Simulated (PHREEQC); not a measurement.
Sulfide liquor: speciation

Dissolve 0.0055 mol H2S and 0.00057 mol ZnCl2 per kg of water at 90 °C. Closed to the air; pH follows from the charge balance.

All values are PHREEQC results (ion-association model, phreeqc.dat), not measurements.

No solid was allowed to form.

Q: Predict the pH.

A: pH 2.96.

Q: In which forms is S present?

A: H2S 79 %, Zn(HS)2 21 % of the S.

Saturation is exceeded, for instance for Sphalerite (slow to form); the values hold only as long as no solid forms. Complexes and solids missing from the database can't appear. Away from 25 °C the constants follow the database's enthalpies or fits; those with neither stay at their 25 °C values.
